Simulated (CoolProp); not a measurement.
The numbers come from the reference Helmholtz-energy equation of state, Thol 2015 in CoolProp.

Q: For octamethylcyclotetrasiloxane (D4), give the phase and the speed of sound (m/s), Joule-Thomson coefficient (K/MPa) at 620 K and 2.13 kPa; 620 K and 674 kPa.

A: 
- 620 K and 2.13 kPa: gas; speed of sound 133, Joule-Thomson coefficient 7.02
- 620 K and 674 kPa: gas; speed of sound 112, Joule-Thomson coefficient 9.11
